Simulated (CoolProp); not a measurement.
Saturation properties of fluorine (Tc = 144.4 K, pc = 5.240 MPa, ω = 0.045).

Computed with CoolProp (reference Helmholtz-energy equation of state, de Reuck 1990).

```json
[
 {"T (K)": "85", "p (MPa)": "0.1009", "liquid density (kg/m³)": "1502", "vapour density (kg/m³)": "5.619", "enthalpy of vaporisation (kJ/kg)": "174.4", "liquid cp (kJ/(kg K))": "___", "surface tension (mN/m)": "13.5"},
 {"T (K)": "86.8", "p (MPa)": "0.1235", "liquid density (kg/m³)": "1489", "vapour density (kg/m³)": "6.769", "enthalpy of vaporisation (kJ/kg)": "172.7", "liquid cp (kJ/(kg K))": "1.517", "surface tension (mN/m)": "13.0"},
 {"T (K)": "88.6", "p (MPa)": "0.1497", "liquid density (kg/m³)": "1476", "vapour density (kg/m³)": "___", "enthalpy of vaporisation (kJ/kg)": "170.9", "liquid cp (kJ/(kg K))": "1.524", "surface tension (mN/m)": "12.5"},
 {"T (K)": "90.4", "p (MPa)": "0.1801", "liquid density (kg/m³)": "1463", "vapour density (kg/m³)": "9.596", "enthalpy of vaporisation (kJ/kg)": "169.1", "liquid cp (kJ/(kg K))": "1.531", "surface tension (mN/m)": "12.0"},
 {"T (K)": "92.2", "p (MPa)": "0.2149", "liquid density (kg/m³)": "1450", "vapour density (kg/m³)": "11.31", "enthalpy of vaporisation (kJ/kg)": "167.2", "liquid cp (kJ/(kg K))": "1.540", "surface tension (mN/m)": "11.5"},
 {"T (K)": "94", "p (MPa)": "0.2546", "liquid density (kg/m³)": "1437", "vapour density (kg/m³)": "13.23", "enthalpy of vaporisation (kJ/kg)": "165.3", "liquid cp (kJ/(kg K))": "___", "surface tension (mN/m)": "11.0"},
 {"T (K)": "95.8", "p (MPa)": "0.2996", "liquid density (kg/m³)": "___", "vapour density (kg/m³)": "15.40", "enthalpy of vaporisation (kJ/kg)": "163.3", "liquid cp (kJ/(kg K))": "1.559", "surface tension (mN/m)": "10.6"},
 {"T (K)": "97.6", "p (MPa)": "0.3503", "liquid density (kg/m³)": "1409", "vapour density (kg/m³)": "17.83", "enthalpy of vaporisation (kJ/kg)": "161.2", "liquid cp (kJ/(kg K))": "1.569", "surface tension (mN/m)": "10.1"},
 {"T (K)": "99.4", "p (MPa)": "___", "liquid density (kg/m³)": "1395", "vapour density (kg/m³)": "20.53", "enthalpy of vaporisation (kJ/kg)": "159.1", "liquid cp (kJ/(kg K))": "1.581", "surface tension (mN/m)": "9.62"},
 {"T (K)": "101.2", "p (MPa)": "0.4705", "liquid density (kg/m³)": "1380", "vapour density (kg/m³)": "23.53", "enthalpy of vaporisation (kJ/kg)": "156.9", "liquid cp (kJ/(kg K))": "1.594", "surface tension (mN/m)": "9.15"},
 {"T (K)": "103", "p (MPa)": "0.5409", "liquid density (kg/m³)": "1366", "vapour density (kg/m³)": "26.85", "enthalpy of vaporisation (kJ/kg)": "___", "liquid cp (kJ/(kg K))": "1.608", "surface tension (mN/m)": "8.69"},
 {"T (K)": "104.8", "p (MPa)": "0.6187", "liquid density (kg/m³)": "1351", "vapour density (kg/m³)": "30.52", "enthalpy of vaporisation (kJ/kg)": "152.2", "liquid cp (kJ/(kg K))": "1.624", "surface tension (mN/m)": "8.23"},
 {"T (K)": "106.6", "p (MPa)": "0.7043", "liquid density (kg/m³)": "1335", "vapour density (kg/m³)": "34.57", "enthalpy of vaporisation (kJ/kg)": "149.7", "liquid cp (kJ/(kg K))": "1.641", "surface tension (mN/m)": "7.78"},
 {"T (K)": "108.4", "p (MPa)": "0.7983", "liquid density (kg/m³)": "1319", "vapour density (kg/m³)": "39.02", "enthalpy of vaporisation (kJ/kg)": "147.2", "liquid cp (kJ/(kg K))": "1.660", "surface tension (mN/m)": "7.33"},
 {"T (K)": "110.2", "p (MPa)": "0.9010", "liquid density (kg/m³)": "1303", "vapour density (kg/m³)": "43.90", "enthalpy of vaporisation (kJ/kg)": "144.5", "liquid cp (kJ/(kg K))": "1.681", "surface tension (mN/m)": "6.89"}
]
```

What belongs in the gaps?


- 85, liquid cp (kJ/(kg K)): 1.511
- 88.6, vapour density (kg/m³): 8.089
- 94, liquid cp (kJ/(kg K)): 1.549
- 95.8, liquid density (kg/m³): 1423
- 99.4, p (MPa): 0.4071
- 103, enthalpy of vaporisation (kJ/kg): 154.6

It boils at 85.0 K under 1 atm.

Surface tension comes from a separate correlation (Mulero 2012).
